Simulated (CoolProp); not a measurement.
C2F6 (R116) along the isotherm 281.6 K: Z from the reference equation and from simpler models built on Tc = 293.0 K, pc = 3048 kPa, ω = 0.257; each cubic takes its own stable root.

Values from CoolProp's reference Helmholtz-energy equation of state, Lemmon 2006. It is a short technical equation, of lower accuracy than the large ones.

| p (kPa) | phase | reference | van der Waals | Redlich-Kwong | Soave-Redlich-Kwong | Peng-Robinson |
|---|---|---|---|---|---|---|
| 96.4 | gas | 0.9879 | 0.9896 | 0.9878 | 0.9876 | 0.9863 |
| 150 | gas | 0.9810 | 0.9837 | 0.9810 | 0.9806 | 0.9787 |
| 234 | gas | 0.9701 | 0.9744 | 0.9701 | 0.9695 | 0.9665 |
| 364 | gas | 0.9528 | 0.9596 | 0.9529 | 0.9520 | 0.9473 |
| 566 | gas | 0.9249 | 0.9358 | 0.9253 | 0.9239 | 0.9166 |
| 882 | gas | 0.8781 | 0.8963 | 0.8797 | 0.8772 | 0.8660 |
| 1370 | gas | 0.7958 | 0.8280 | 0.8011 | 0.7964 | 0.7795 |
| 2140 | gas | 0.6128 | 0.6860 | 0.6368 | 0.6232 | 0.5982 |
| 3330 | liquid | 0.1783 | 0.2675 | 0.2104 | 0.2040 | 0.1820 |
| 5180 | liquid | 0.2623 | 0.3731 | 0.2940 | 0.2888 | 0.2580 |
| 8070 | liquid | 0.3881 | 0.5368 | 0.4198 | 0.4149 | 0.3710 |
| 12600 | liquid | 0.5757 | 0.7827 | 0.6055 | 0.6007 | 0.5378 |
| 19600 | liquid | 0.8508 | 1.145 | 0.8753 | 0.8706 | 0.7804 |
| 30500 | liquid | 1.256 | 1.685 | 1.271 | 1.267 | 1.137 |
